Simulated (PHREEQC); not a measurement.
Consider water at 25 °C with 0.0079 mol NH3, 0.00014 mol H4SiO4 and 0.013 mol K2CO3 per kg of water. Closed to the air; pH follows from the charge balance.

Computed with PHREEQC (ion-association model, phreeqc.dat).

Problem. The ionic strength comes out as 0.0378 mol/kgw. What activity coefficients do K+, H2SiO4-2, H3SiO4-, OH-, NH4+ get?

Solution. K+ 0.83, H2SiO4-2 0.51, H3SiO4- 0.83, OH- 0.83, NH4+ 0.82.

Precipitation was switched off in this run. Complexes and solids missing from the database can't appear.
